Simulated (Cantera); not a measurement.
What does this Cantera script print?

```python
import numpy as np
import cantera as ct

gas = ct.Solution("gri30.yaml")
gas.TPX = 1550, 101325, {'C3H8': 1, 'H2': 13, 'N2': 0.075}
inlet = ct.Reservoir(gas, clone=True)

reactor = ct.IdealGasConstPressureReactor(gas, energy="off", clone=False)
exhaust = ct.Reservoir(gas, clone=True)
tau = [5.1, 1.7, 0.58, 0.19, 0.065, 0.022, 0.0072][0]
for a, b in ((inlet, reactor), (reactor, exhaust)):
    ct.MassFlowController(a, b, mdot=lambda t: reactor.mass / tau)
net = ct.ReactorNet([reactor])
show = ['C3H8', 'H2', 'CH4', 'C2H2', 'C2H4']

rows = []
print(f"{'tau/s':>10s}{'T/K':>9s}" + "".join(f"{s:>11s}" for s in show))
for tau in [5.1, 1.7, 0.58, 0.19, 0.065, 0.022, 0.0072]:
    net.initial_time = 0.0
    net.advance(30 * tau)
    before = gas.X
    net.advance(40 * tau)
    drift = np.max(np.abs(gas.X - before) / (gas.X + 1e-9))
    rows.append([gas.T, *gas[show].X, drift])
    print(f"{tau:10.3e}{gas.T:9.1f}" + "".join(f"{x:11.3e}" for x in gas[show].X))
```

Output:

```
     tau/s      T/K       C3H8         H2        CH4       C2H2       C2H4
 5.100e+00   1550.0  1.219e-06  8.570e-01  8.444e-02  4.654e-02  7.068e-03
 1.700e+00   1550.0  3.488e-06  8.587e-01  8.153e-02  4.750e-02  7.317e-03
 5.800e-01   1550.0  9.561e-06  8.615e-01  7.671e-02  4.903e-02  7.804e-03
 1.900e-01   1550.0  2.592e-05  8.646e-01  7.139e-02  5.044e-02  8.621e-03
 6.500e-02   1550.0  6.420e-05  8.664e-01  6.812e-02  5.060e-02  9.841e-03
 2.200e-02   1550.0  1.542e-04  8.668e-01  6.703e-02  4.896e-02  1.195e-02
 7.200e-03   1550.0  3.703e-04  8.662e-01  6.735e-02  4.490e-02  1.587e-02
```

Model: GRI-Mech 3.0 (53 species, 325 reactions), integrated in Cantera. GRI-Mech 3.0 was tuned for natural gas; its chemistry of propane as a main component is partial and can be far from experiment. GRI-Mech 3.0 stops at C3 and has no aromatics, soot or wall deposition, so with more carbon than oxygen in the feed, carbon stays in small species such as C2H2 where larger ones or solid carbon would form.
